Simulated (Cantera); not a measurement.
An isothermal, constant-pressure homogeneous reactor starts with NH3 : N2 = 2.2 : 1 (molar parts), at 1923 K and 0.180 bar.

Computed with Cantera and the gas-phase N/H chemistry of the illustrative SiF4/NH3 mechanism in the Surface Chemkin manual (1991). Walls and surfaces, which speed up NH3 decomposition in real reactors, are not modelled.

x: mole fraction; the columns are a selection and need not sum to one.

```
t (s)      x NH3     x NH2    x N2H4   x N2H2       x N      x H
--------  ------  --------  --------  -------  --------  -------
3.00e-5    0.687   3.26e-5  1.61e-10  2.72e-9  1.43e-12  2.26e-7
9.11e-5    0.687   9.91e-5   1.55e-9  3.56e-8  5.60e-11  2.31e-7
0.000277   0.687  0.000294   1.38e-8  4.05e-7  9.37e-10        ?
0.000840   0.686  0.000698   7.77e-8  2.66e-6   5.12e-9        ?
0.00255    0.682  0.000840   1.13e-7  4.03e-6   1.77e-8        ?
0.00775    0.671  0.000808   1.04e-7  3.93e-6   5.20e-8        ?
0.0235     0.638  0.000743   8.83e-8  3.63e-6   1.40e-7        ?
0.0714     0.551  0.000639   6.53e-8  2.90e-6   2.75e-7        ?
0.217      0.369  0.000475   3.61e-8  1.65e-6   3.89e-7        ?
0.659      0.137  0.000243   9.44e-9  4.76e-7   4.51e-7        ?
2.00      0.0137   5.07e-5  4.10e-10  3.23e-8   4.42e-7        ?
```

Q: Some entries are withheld; supply them.

A: 
- 0.000277, x H: 2.91e-7
- 0.000840, x H: 7.74e-7
- 0.00255, x H: 2.35e-6
- 0.00775, x H: 6.57e-6
- 0.0235, x H: 1.83e-5
- 0.0714, x H: 4.99e-5
- 0.217, x H: 0.000129
- 0.659, x H: 0.000307
- 2.00, x H: 0.000786
